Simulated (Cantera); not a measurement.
An adiabatic, constant-volume homogeneous reactor starts with 9.17 % CH4, 18.3 % O2, 67.9 % N2, 4.59 % CO2, at 1125 K and 3.85 atm.

Detailed kinetics in Cantera: GRI-Mech 3.0 (53 species, 325 reactions).

Q: Predict: time of steepest temperature rise; temperature at 3.00 s; equilibrium temperature; x(O2) at 3.00 s; x(CO2) at 3.00 s; x(H) at 3.00 s; x(HCN) at 3.00 s; x(NO) at 3.00 s.

A: 
```
Item                                                                Result
---------------------------------  ---------------------------------------
time of steepest temperature rise                                  36.2 ms
temperature at 3.00 s                                               2812 K
equilibrium temperature                                             2812 K
x(O2) at 3.00 s                      0.0156 (gas-phase equilibrium 0.0156)
x(CO2) at 3.00 s                     0.0950 (gas-phase equilibrium 0.0950)
x(H) at 3.00 s                     0.00262 (gas-phase equilibrium 0.00262)
x(HCN) at 3.00 s                   3.62e-9 (gas-phase equilibrium 3.62e-9)
x(NO) at 3.00 s                    0.00931 (gas-phase equilibrium 0.00931)
```
